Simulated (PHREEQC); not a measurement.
Make-up at 20 °C: 12 mmol/kgw Cu(BF4)2, 5.7 mmol/kgw H2SO4 and 0.32 mmol/kgw Na2SO4. Closed to the air; pH follows from the charge balance.

All values are PHREEQC results (ion-association model, phreeqc.dat), not measurements.

Precipitation was switched off in this run.

Problem. Order these Cu species by the share of Cu that they hold, largest first: CuF+, Cu+2, CuSO4.

Solution. Cu+2 (87 %), CuSO4 (13 %), CuF+ (0.53 %)

Problem. Order these B species by the share of B that they hold, largest first: BF4-, BF2(OH)2-, H3BO3, BF3OH-.

Solution. BF4- (89 %), H3BO3 (5.9 %), BF3OH- (4.6 %), BF2(OH)2- (0.81 %)

The pH is 2.09 and the ionic strength 0.0445 mol/kgw. Species that the database lacks are ignored. Real BF4- forms and hydrolyses slowly; the run takes it at equilibrium.
